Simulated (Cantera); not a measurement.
What does this Cantera script print?

```python
import numpy as np
import cantera as ct

gas_names = """
    H HNO HNO2 HNO3 HO2 H2 H2O H2O2 N NH NH2 NH3 NH2OH NO NO2 NO3 N2 N2H2 N2H4 N2O O OH O2 O3
""".split()
cond_names = """
    H2O(s) H2O(L)
""".split()


# ... load() reads the species with a 1 bar reference pressure and builds the phases ...
atoms = {
    'H2O': {'H': 2, 'O': 1},
    'O2': {'O': 2},
    'N2': {'N': 2},
}
top_T = {}  # K; cautious upper limits of use, not melting points


# ... equilibrate(T, P, feed) seeds the gas with the atoms and calls Mixture.equilibrate('TP', solver="vcs", rtol=1e-11, max_steps=5000) ...
results = []
feed = {'H2O': 1, 'O2': 0.089, 'N2': 5.8}  # mol
P = 2600  # Pa
for T in [1700, 1750, 1800, 1850, 1900, 1950, 2000, 2050, 2100, 2150, 2200, 2250]:
    mix = equilibrate(T, P, feed)
    results.append((T, P, feed, dict(zip(mix.species_names, mix.species_moles))))

top = {s: max(r[3][s] / sum(r[3][g] for g in gas_names) for r in results) for s in gas_names}
cols = sorted((s for s in top if top[s] > 0.0001), key=lambda s: -top[s])[:6]
seen = [c for c in cond_names if any(r[3].get(c, 0) > 1e-12 for r in results)]
print("log10 of partial pressures in bar; condensed amounts in mol")
print(f"{'T/K':>10s}" + "".join(f"{s[:9]:>10s}" for s in cols + seen))
for T, P, feed, n in results:
    ng = sum(n[g] for g in gas_names)
    print(f"{T:10.4g}" + "".join(f"{np.log10(max(n[s] / ng * P / 1e5, 1e-99)):10.3f}" for s in cols)
          + "".join(f"{n.get(c, 0):10.4g}" for c in seen))
```

Result:

```
log10 of partial pressures in bar; condensed amounts in mol
       T/K        N2       H2O        O2        H2        OH         H
      1700    -1.660    -2.425    -3.489    -5.377    -4.854    -6.520
      1750    -1.660    -2.425    -3.491    -5.156    -4.712    -6.212
      1800    -1.660    -2.426    -3.494    -4.948    -4.579    -5.920
      1850    -1.660    -2.428    -3.497    -4.751    -4.452    -5.644
      1900    -1.661    -2.430    -3.499    -4.566    -4.333    -5.383
      1950    -1.661    -2.433    -3.499    -4.391    -4.220    -5.136
      2000    -1.661    -2.436    -3.498    -4.227    -4.112    -4.902
      2050    -1.662    -2.442    -3.494    -4.074    -4.010    -4.681
      2100    -1.663    -2.448    -3.487    -3.932    -3.913    -4.472
      2150    -1.663    -2.457    -3.477    -3.800    -3.821    -4.275
      2200    -1.665    -2.469    -3.463    -3.680    -3.733    -4.089
      2250    -1.666    -2.483    -3.446    -3.570    -3.651    -3.914
```

Equilibrium computed with Cantera from the NASA thermochemical tables; the gas is ideal and each condensed phase is pure.
